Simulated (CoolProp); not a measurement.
The numbers come from the reference Helmholtz-energy equation of state, Lemmon and Jacobsen 2000 in CoolProp.

Problem. For R143a, give the phase and the density (kg/m³), cp (kJ/(kg K)), isothermal compressibility (1/MPa), expansivity (1/kK) at 445.8 K and 8.93 bar.

Solution. 
- 445.8 K and 8.93 bar: gas; density 21.0, cp 1.23, isothermal compressibility 1.16, expansivity 2.57
